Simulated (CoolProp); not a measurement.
Properties of ethylene along the isobar 1.56 MPa (Tc = 282.4 K, pc = 5.042 MPa, ω = 0.087).

The numbers come from the reference Helmholtz-energy equation of state, Smukala 2000 in CoolProp.

| T (K) | phase | Z | cv (kJ/(kg K)) | Joule-Thomson coefficient (K/MPa) | isothermal compressibility (1/MPa) | expansivity (1/kK) |
|---|---|---|---|---|---|---|
| 267.2 | gas | 0.8624 | 1.210 | 14.42 | 0.7569 | 5.897 |
| 282.5 | gas | 0.8871 | 1.238 | 12.32 | 0.7303 | 5.115 |
| 297.7 | gas | 0.9059 | 1.275 | 10.65 | 0.7122 | 4.561 |
| 312.9 | gas | 0.9206 | 1.318 | 9.298 | 0.6990 | 4.139 |
| 328.2 | gas | 0.9326 | 1.365 | 8.169 | 0.6890 | 3.803 |
| 343.4 | gas | 0.9423 | 1.414 | 7.231 | 0.6812 | 3.529 |
| 358.6 | gas | 0.9504 | 1.465 | 6.439 | 0.6750 | 3.299 |
| 373.8 | gas | 0.9572 | 1.516 | 5.762 | 0.6700 | 3.102 |
| 389.1 | gas | 0.9629 | 1.569 | 5.178 | 0.6658 | 2.930 |
| 404.3 | gas | 0.9678 | 1.621 | 4.675 | 0.6623 | 2.780 |
| 419.5 | gas | 0.9720 | 1.673 | 4.237 | 0.6594 | 2.647 |
| 434.8 | gas | 0.9757 | 1.724 | 3.852 | 0.6569 | 2.527 |
| 450 | gas | 0.9788 | 1.775 | 3.514 | 0.6547 | 2.419 |
